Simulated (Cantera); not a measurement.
Feed: 1 mol SiC, 0.094 mol N2O, 21 mol H2, 1.8 mol H2O, equilibrated at 1.00 Torr.

These are equilibrium values from Cantera (NASA tables, ideal gas, pure condensed phases), not measurements of a reactor. Candidate condensed phases: C, C6H6, C7H8, C8H18, H2O, Si, SiC, SiO2, Si2N2O, Si3N4; 151 gas species. Mutual solubility and eutectic melting of coexisting phases are not modelled. The tables hold silica as quartz up to 1696 K and as liquid above; real silica turns to tridymite and cristobalite and melts near 1996 K. Gases not in the tables: Si2H6 and higher silanes. Equilibrium is a limit: real reactors are often held back by kinetics, nucleation or transport.

Q: What share of the Si ends up in condensed phases as a function of T (K), at 1250, 1350, 1450, 1550, 1650, 1750, 1850, 1950?

A: 
```
T (K)  Si condensed (%)                                   as
-----  ----------------  -----------------------------------
1250               99.7  SiC(s) + SiO2(β-quartz) + Si2N2O(s)
1350               91.0  SiC(s) + SiO2(β-quartz) + Si2N2O(s)
1450               17.5                   SiC(s) + Si2N2O(s)
1550                5.3                               SiC(s)
1650                5.2                               SiC(s)
1750                4.9                               SiC(s)
1850                2.8                               SiC(s)
1950                0.0                                    -
```
